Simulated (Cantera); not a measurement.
Feed: 1 mol c-C4F8, 0.9 mol CH4, held at 627 °C and 13.3 mbar.

Equilibrium computed with Cantera from the NASA thermochemical tables; the gas is ideal and each condensed phase is pure. Candidate condensed phases: C, C6H6, C7H8, C8H18; 95 gas species. The feed counts by its element totals alone. Gases not in the tables: C2F6 and larger saturated fluorocarbons. Equilibrium is a limit: real reactors are often held back by kinetics, nucleation or transport.

Base state: HF 0.766, CF4 0.234 (mole fractions); condensed: C(graphite).

**Question.** What changes in the equilibrium state with this change: CH4 from 0.9 to 0.023 mol?

**Answer.** 
| species | before | after |
|---|---|---|
| CF4 | 0.234 | 0.956 |
| HF | 0.766 | 0.0445 |
| C(graphite), mol | 3.80 | 2.05 |
